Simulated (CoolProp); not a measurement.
Properties of m-xylene along the isobar 27.7 bar (Tc = 616.9 K, pc = 35.35 bar, ω = 0.326).

Model: reference Helmholtz-energy equation of state, Zhou 2012, in CoolProp.

```csv
T (K),phase,density (kg/m³),cv (kJ/(kg K)),conductivity (mW/(m K))
453.8,liquid,717.5,1.808,93.3
459.9,liquid,710.9,1.827,92.1
466,liquid,704.3,1.845,90.9
472.2,liquid,697.3,1.864,89.7
478.3,liquid,690.4,1.882,88.6
484.4,liquid,683.3,1.900,87.5
490.6,liquid,675.9,1.919,86.4
496.7,liquid,668.5,1.936,85.4
502.8,liquid,660.9,1.954,84.4
509,liquid,652.9,1.972,83.4
515.1,liquid,644.8,1.989,82.5
521.2,liquid,636.4,2.007,81.6
527.4,liquid,627.5,2.024,80.7
533.5,liquid,618.4,2.042,79.9
539.6,liquid,608.9,2.059,79.1
```

Thermal conductivity comes from a separate model (Mylona 2014).
